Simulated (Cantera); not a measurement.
Input: 1 mol Si, 1 mol HCl, 6.2 mol H2, at 0.490 bar.

Cantera equilibrium calculation (NASA polynomials, part measured and part estimated; ideal gas, pure solids and liquids). Candidate condensed phases: Si; 19 gas species. Rates play no part.

Over these rows the condensed part is Si(s). Partial pressures as log10 of bar:

```csv
T (K),1000/T (1/K),log p SiCl2,log p H2,log p SiCl4,log p SiHCl3
700,1.4286,-7.65,-0.33,-1.96,-2.06
775,1.2903,-6.49,-0.33,-1.96,-2.08
850,1.1765,-5.54,-0.33,-1.96,-2.09
925,1.0811,?,-0.33,-1.96,-2.11
1000,1.0000,-4.09,-0.33,-1.98,-2.13
1075,0.9302,-3.54,-0.33,-2.01,-2.17
```

### Question
Fit log p(SiCl2) = a + b·(1000/T) to the five rows, give the apparent enthalpy, and predict the row at 925 K.

### Answer
Means: 1000/T = 1.1651, log p = -5.462. Sxy = -1.384128, Sxx = 0.1676733, so b = -8.25 and a = -5.462 − (-8.25)×1.1651 = 4.15.
Apparent enthalpy: −19.145 × (-8.25) = 158 kJ/mol. With the condensed phases at unit activity, 1/2 Si(s) + 1/2 SiCl4(g) = SiCl2(g) links this pressure to the main gases: over the six rows their terms move log p by -0.02 in all, so the slope is close to that reaction's ΔH°. The five rows lie within 0.02 of the line.
Prediction at 925 K: 4.15 + (-8.25)×1.0811 = -4.77. The computed value is -4.75, 0.02 from the line.
